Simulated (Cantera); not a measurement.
Charge: 1 mol Si3N4, 1.1 mol F2, equilibrated at 1.60 Pa.

Equilibrium computed with Cantera from the NASA thermochemical tables; the gas is ideal and each condensed phase is pure. Candidate condensed phases: Si, Si3N4; 16 gas species. The tables' values for SiF3, SiF2 are old estimates; treat these amounts as uncertain. Kinetics and transport are ignored. All values below are at 1125 K.

Base state: SiF4 0.590, N2 0.400, SiF3 0.00939, SiF2 0.000204 (mole fractions); condensed: Si3N4(s).

Task: What changes in the equilibrium state with this change: F2 from 1.1 to 19 mol?

Result: 
```tsv
species	before	after
F	<1e-9	0.839
SiF4	0.590	0.0968
N2	0.400	0.0645
SiF3	0.00939	<1e-9
SiF2	0.000204	<1e-9
F2	<1e-9	0.000129
Si3N4(s), mol	0.816	0
```
